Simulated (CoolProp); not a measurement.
Model: reference Helmholtz-energy equation of state, Lemmon 2006, in CoolProp. It is a short technical equation, of lower accuracy than the large ones.

Question: Give the vapour pressure (bar), vapour density (kg/m³), liquid cp (kJ/(kg K)), surface tension (mN/m) of saturated n-decane at 130.35 °C.

Answer: 
```
T (°C)  p (bar)  vapour density (kg/m³)  liquid cp (kJ/(kg K))  surface tension (mN/m)
------  -------  ----------------------  ---------------------  ----------------------
130.35    0.286                    1.25                   2.62                    14.0
```

Surface tension comes from a separate correlation (Mulero 2012).
